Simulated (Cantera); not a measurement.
A perfectly stirred reactor is fed with CH4 : H2 : O2 : N2 = 1 : 0.098 : 1.46 : 10.2 (molar parts), equivalence ratio 1.4, at 9.87 atm; it is adiabatic with a 550 K inlet, and is followed from long to short residence time, starting on the burning branch (τ in s: 0.085, 0.044, 0.023, 0.012, 0.0062, 0.0032, 0.0017, 0.00087, 0.00045, 0.00023, 0.00012, 6.3e-05, 3.3e-05).

Model: GRI-Mech 3.0 (53 species, 325 reactions), integrated in Cantera.

Problem. Predict: blow-out, bracketed by the residence times tried; x(CH4) at τ = 85.0 ms; x(H2) at τ = 85.0 ms; x(O2) at τ = 85.0 ms; x(C2H4) at τ = 85.0 ms; x(CH2O) at τ = 85.0 ms; x(CH4) at τ = 1.70 ms; x(H2) at τ = 1.70 ms; x(O2) at τ = 1.70 ms.

Solution. 
```json
{
  "blow_out_bracketed_by_the_residence_times_tried": "burning at 3.20 ms, out at 1.70 ms",
  "x(CH4) at τ = 85.0 ms": "0.00637",
  "x(H2) at τ = 85.0 ms": "0.0253",
  "x(O2) at τ = 85.0 ms": "0.000932",
  "x(C2H4) at τ = 85.0 ms": "0.000113",
  "x(CH2O) at τ = 85.0 ms": "7.91e-6",
  "x(CH4) at τ = 1.70 ms": "0.0784",
  "x(H2) at τ = 1.70 ms": "0.00768",
  "x(O2) at τ = 1.70 ms": "0.114"
}
```
